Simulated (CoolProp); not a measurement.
Fluorine along the isotherm -124.65 °C: fugacity coefficient from the reference equation and from simpler models built on Tc = -128.7 °C, pc = 5.240 MPa, ω = 0.045; each cubic takes its own stable root.

Model: reference Helmholtz-energy equation of state, de Reuck 1990, in CoolProp.

```csv
p (MPa),phase,reference
0.0414,gas,0.9976
0.0785,gas,0.9955
0.149,gas,0.9915
0.282,gas,0.9840
0.535,gas,0.9696
1.01,gas,0.9426
1.92,gas,0.8910
3.64,gas,0.7939
6.91,supercritical,0.5928
13.1,supercritical,0.3841
```

How far does each simpler model (van der Waals, Redlich-Kwong, Soave-Redlich-Kwong, Peng-Robinson) lie from the reference over these 10 states: mean and median of the absolute difference, and the worst?


- van der Waals: mean 1.6 %, median 0.3 %, worst +9.5 % at -124.65 °C and 13.1 MPa
- Redlich-Kwong: mean 0.3 %, median 0.2 %, worst +1.7 % at -124.65 °C and 13.1 MPa
- Soave-Redlich-Kwong: mean 0.4 %, median 0.1 %, worst +2.0 % at -124.65 °C and 13.1 MPa
- Peng-Robinson: mean 1.5 %, median 0.7 %, worst -4.2 % at -124.65 °C and 13.1 MPa
